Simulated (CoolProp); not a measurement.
R124 at 298.15 K and 0.101 MPa is throttled through a valve to 0.0297 MPa with no heat exchange. Each further row changes one setting.

Model: reference Helmholtz-energy equation of state, de Vries 1995, in CoolProp.

```
case                         temperature change (K)  final density (kg/m³)
---------------------------  ----------------------  ---------------------
as stated                                      -1.6                   1.66
outlet pressure 0.00891 MPa                    -2.1                  0.495
outlet pressure 0.0386 MPa                     -1.4                   2.16
```
